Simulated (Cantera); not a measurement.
Input (Python, Cantera) and output of one run.

```python
import numpy as np
import cantera as ct

gas_names = [...]  # 87 gases of nasa_gas.yaml made of C, H, Si
cond_names = """
    C(gr) C6H6(L) C7H8(L) C8H18(L),n-octa Si(cr) Si(L) SiC(b)
""".split()


# ... load() reads the species with a 1 bar reference pressure and builds the phases ...
atoms = {
    'CH3SiH3': {'C': 1, 'H': 6, 'Si': 1},
    'C2H2': {'C': 2, 'H': 2},
    'H2': {'H': 2},
}
top_T = {'C(gr)': 4500, 'SiC(b)': 3050}  # K; cautious upper limits of use, not melting points


# ... equilibrate(T, P, feed) seeds the gas with the atoms and calls Mixture.equilibrate('TP', solver="vcs", rtol=1e-11, max_steps=5000) ...
results = []
feed = {'CH3SiH3': 1, 'C2H2': 0.018, 'H2': 290}  # mol
T = 1623.15  # K
P = 190  # Pa
mix = equilibrate(T, P, feed)
results.append((T, P, feed, dict(zip(mix.species_names, mix.species_moles))))
x = sorted(zip(gas.X, gas.species_names), reverse=True)
print(f"T = {T:g} K  P = {P:g} Pa  gas = {mix.phase_moles(0):.4g} mol")
print("   x: " + "  ".join(f"{s} {v:.3e}" for v, s in x if v > 1e-05))
print("   condensed (mol): " + ("  ".join(f"{mix.phase(i).name} {mix.phase_moles(i):.4g}"
      for i in range(1, mix.n_phases) if mix.phase_moles(i) > 1e-12) or "none"))
```

Result:

```
T = 1623.15 K  P = 190 Pa  gas = 293.3 mol
   x: H2 9.984e-01  H 1.587e-03  C2H2,acetylene 3.484e-05
   condensed (mol): C(gr) 0.01503  SiC(b) 0.9997
```

These are equilibrium values from Cantera (NASA tables, ideal gas, pure condensed phases), not measurements of a reactor. The feed counts by its element totals alone.
